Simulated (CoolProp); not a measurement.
R123 at several states: fugacity coefficient from the reference equation and from simpler models built on Tc = 183.7 °C, pc = 36.62 bar, ω = 0.282; each cubic takes its own stable root.

Computed with CoolProp (reference Helmholtz-energy equation of state, Younglove 1994). It is a modified Benedict-Webb-Rubin equation, recast in Helmholtz form.

```
T (°C)  p (bar)   phase  reference  van der Waals  Redlich-Kwong  Soave-Redlich-Kwong  Peng-Robinson
------  -------  ------  ---------  -------------  -------------  -------------------  -------------
-1.35      39.7  liquid   0.009028            [?]        0.02045             0.009165            [?]
129.45     70.4  liquid     0.2016            [?]         0.2424                  [?]            [?]
16.45     0.182     gas     0.9915         0.9958         0.9940               0.9933         0.9930
```

Question: What belongs in the gaps?

Answer: 
- -1.35, van der Waals: 0.09175
- -1.35, Peng-Robinson: 0.009191
- 129.45, van der Waals: 0.3161
- 129.45, Soave-Redlich-Kwong: 0.2122
- 129.45, Peng-Robinson: 0.2011
